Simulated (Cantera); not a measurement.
# Premixed flame

A freely propagating, adiabatic, planar premixed flame of CH₄ : O₂ : N₂ = 1 : 2.08 : 7.83 (molar parts), unburnt at 673 K and 2.07 atm; unity-Lewis-number transport, grid criteria slope 0.08 and curve 0.16, no radiation.

Cantera simulation using GRI-Mech 3.0 (53 species, 325 reactions); the numbers are that mechanism's predictions, not measurements. Unity Lewis numbers drop preferential diffusion, which matters most where H2 and H carry the flame. Burning velocities carry a grid error of a few per cent, more on coarse grids.

```
z (mm)   T (K)  u (m/s)     x CH₄    x O₂    x C₂H    x C₂H₂    x NO₂    x CH₂
-------  -----  -------  --------  ------  -------  --------  -------  -------
-0.566     673     1.00    0.0916   0.191    <1e-8   4.78e-8    <1e-8    <1e-8
-0.377     678     1.01    0.0913   0.190    <1e-8   4.56e-7  1.27e-8    <1e-8
-0.283     693     1.03    0.0903   0.189    <1e-8   1.88e-6  5.03e-8    <1e-8
-0.189     772     1.15    0.0849   0.181    <1e-8   9.57e-6  2.10e-7    <1e-8
-0.0943   1133     1.70    0.0589   0.143    <1e-8   4.68e-5  4.04e-7  4.55e-8
-0.0471   1511     2.30    0.0307   0.100    <1e-8   9.08e-5  1.81e-7  5.94e-6
0         1898     2.93   0.00504  0.0528  3.33e-7  0.000103  1.88e-8  5.95e-5
0.0471    2044     3.15  0.000161  0.0320  9.32e-8   8.80e-6  1.17e-8  6.46e-6
0.0943    2100     3.23   3.27e-6  0.0268    <1e-8   1.97e-7  1.40e-8  1.75e-7
0.189     2174     3.32     <1e-8  0.0232    <1e-8     <1e-8  1.72e-8    <1e-8
0.377     2256     3.43     <1e-8  0.0199    <1e-8     <1e-8  2.40e-8    <1e-8
0.754     2329     3.52     <1e-8  0.0169    <1e-8     <1e-8  3.67e-8    <1e-8
1.51      2381     3.58     <1e-8  0.0146    <1e-8     <1e-8  5.64e-8    <1e-8
```
x: mole fraction of selected species; z is measured from the peak of heat release.

```json
{
 "laminar_burning_velocity": "100.0 cm/s",
 "thermal_thickness": "0.189 mm",
 "peak x(C₂H)": "3.82e-7",
 "peak x(C₂H₂)": "0.000120",
 "peak x(CH₂)": "5.99e-5",
 "grid_points": "132"
}
```
